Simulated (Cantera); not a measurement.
Charge: 1 mol SiF₄, 16 mol NO, 4.9 mol N₂, at 1175 K and 0.00360 bar.

These are equilibrium values from Cantera (NASA tables, ideal gas, pure condensed phases), not measurements of a reactor. Candidate condensed phases: Si, SiO₂, Si₂N₂O, Si₃N₄; 28 gas species. The numbers say what is thermodynamically allowed, not how fast it happens.

Base state: N₂ 0.589, O₂ 0.365, SiF₄ 0.0457, NO 0.000183 (mole fractions); condensed: gas only.

Question: What changes in the equilibrium state with this change: NO from 16 to 0.12 mol?

Answer: 
| species | before | after |
|---|---|---|
| N₂ | 0.589 | 0.824 |
| SiF₄ | 0.0457 | 0.166 |
| O₂ | 0.365 | 0.00995 |
| NO | 0.000183 | 3.58e-5 |
